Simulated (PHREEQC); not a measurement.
## Metal-bearing waste water (model solution)

Consider water at 20 °C with 0.074 mol Al2(SO4)3, 0.29 mol CuCl2, 0.00044 mol NaHCO3 and 0.15 mol Na2SO4 per kg of water. Closed to the air; pH follows from the charge balance.

Equilibrium calculation in PHREEQC: ion-association model, wateq4f.dat.

Each row changes one thing in this solution. No solid was allowed to form.

```csv
case,pH,ionic strength (mol/kgw),Na+ (mol/kgw),SO4-2 (mol/kgw),NaSO4- (mol/kgw),CO2 (mol/kgw),SI of Mirabilite (Na2SO4:10H2O),SI of Nahcolite (NaHCO3)
as made,4.10,1.13,0.278,0.101,0.0225,0.000382,-1.97,-5.70
0.0031 mol/kgw Na2CO3 added,4.88,1.13,0.283,0.103,0.0233,0.00185,-1.94,-4.23
0.01 mol/kgw Ca(HCO3)2 added,5.06,1.14,0.277,0.104,0.0231,…,-1.96,-3.38
0.033 mol/kgw H2SO4 added,1.72,1.17,0.279,0.0993,0.0219,0.000440,-1.98,-8.02
Al2(SO4)3 left out,4.61,0.930,0.284,0.0679,0.0163,0.000286,-2.08,-5.33
diluted 5-fold with water,4.14,…,0.0580,0.0275,…,8.32e-5,-3.54,-7.07
NaHCO3 from 0.00044 to 0.00088 mol/kgw,4.24,1.13,0.278,0.101,0.0226,0.000727,-1.97,…
CuCl2 left out,4.45,0.518,0.265,0.132,0.0357,0.000431,-1.71,-5.38
```

Question: What belongs in the gaps?

Answer: 
- 0.01 mol/kgw Ca(HCO3)2 added, CO2 (mol/kgw): 0.00871
- diluted 5-fold with water, ionic strength (mol/kgw): 0.257
- diluted 5-fold with water, NaSO4- (mol/kgw): 0.00208
- NaHCO3 from 0.00044 to 0.00088 mol/kgw, SI of Nahcolite (NaHCO3): -5.28

The ionic strength passes 0.7 mol/kgw, the rough limit of the ion-association models, in as made; 0.0031 mol/kgw Na2CO3 added; 0.01 mol/kgw Ca(HCO3)2 added; 0.033 mol/kgw H2SO4 added; Al2(SO4)3 left out; NaHCO3 from 0.00044 to 0.00088 mol/kgw. Some of these states are supersaturated (in Basaluminite, Atacamite, Antlerite, for instance).
